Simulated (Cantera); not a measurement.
Standard-state values (1 bar) from the NASA 1993 polynomials, evaluated with Cantera. Values are per mole of reaction as written; species without (g) are pure solids or liquids, kept so even where they would boil at 1 bar. The tables' values for SiF2 are old estimates.

Task: Between 2250 and 2450 K, where is each reaction favourable under standard conditions?
- SiF4(g) = 4 F(g) + Si(g)
- 2 SiF2(g) = SiF4(g) + Si(g)
- 4 SiF2(g) + 2 SF4(g) = S2(g) + 4 SiF4(g)

Result: 
- SiF4(g) = 4 F(g) + Si(g): ΔG° is 1171 kJ at 2250 K and 1062 kJ at 2450 K; it stays positive (K < 1). ΔH° is 2393 kJ and ΔS° 543 J/K at 2450 K.
- 2 SiF2(g) = SiF4(g) + Si(g): ΔG° is 126 kJ at 2250 K and 135 kJ at 2450 K; it stays positive (K < 1). ΔH° is 36 kJ and ΔS° -40 J/K at 2450 K.
- 4 SiF2(g) + 2 SF4(g) = S2(g) + 4 SiF4(g): ΔG° is -1871 kJ at 2250 K and -1822 kJ at 2450 K; it stays negative (K > 1). ΔH° is -2420 kJ and ΔS° -244 J/K at 2450 K.
